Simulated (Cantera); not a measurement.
An isothermal, constant-pressure homogeneous reactor starts with 23.8 % CH₄, 76.2 % N₂, at 1975 K and 27.0 Torr.

Detailed kinetics in Cantera: GRI-Mech 3.0 (53 species, 325 reactions). GRI-Mech 3.0 stops at C3 and has no aromatics, soot or wall deposition, so with more carbon than oxygen in the feed, carbon stays in small species such as C2H2 where larger ones or solid carbon would form. Radical loss at walls, strong at low pressure, is not modelled.

Q: Predict: x(CH₄) at 100 s; x(CH₂) at 100 s; x(C₂H₂) at 100 s; x(C₂H₄) at 100 s; x(H₂) at 100 s.

A: 
- x(CH₄) at 100 s: 2.43e-5 (gas-phase equilibrium 2.03e-5)
- x(CH₂) at 100 s: 1.13e-7 (gas-phase equilibrium 9.42e-8)
- x(C₂H₂) at 100 s: 0.0951 (gas-phase equilibrium 0.0432)
- x(C₂H₄) at 100 s: 7.55e-6 (gas-phase equilibrium 3.43e-6)
- x(H₂) at 100 s: 0.286 (gas-phase equilibrium 0.286)
